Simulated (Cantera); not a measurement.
# Thermodynamics of boron, boron nitride and boron oxide, feed B2H6 + H2O + N2

Feed: 1 mol B2H6, 2.4 mol H2O, 110 mol N2, held at 1000 Pa.

Cantera equilibrium calculation (NASA polynomials, part measured and part estimated; ideal gas, pure solids and liquids). Candidate condensed phases: B, BN, B2O3, B3O3H3, H2O; 39 gas species. The feed counts by its element totals alone. N2 is the only nitrogen source here; it is nearly inert below about 1500 K, so the nitride shown seldom forms there in practice. Mutual solubility and eutectic melting of coexisting phases are not modelled. Kinetics and transport are ignored.

From 798 K to 1498 K the condensed part is BN(s) + B2O3(l).

```csv
T (K),x N2,x H2,x B2O3,x HBO2,n BN(s),n B2O3(l)
798,0.953,0.0468,<1e-12,1.22e-8,0.408,0.796
898,0.953,0.0468,1.42e-12,2.39e-7,0.408,0.796
998,0.953,0.0468,3.04e-10,2.47e-6,0.407,0.796
1098,0.953,0.0468,2.36e-8,1.62e-5,0.408,0.795
1198,0.953,0.0467,8.62e-7,7.60e-5,0.410,0.791
1298,0.953,0.0466,1.76e-5,0.000276,0.416,0.773
1398,0.952,0.0463,0.000229,0.000819,0.432,0.702
1498,0.950,0.0453,0.00208,0.00206,0.453,0.366
```
x: gas mole fraction; n: condensed amount in mol.
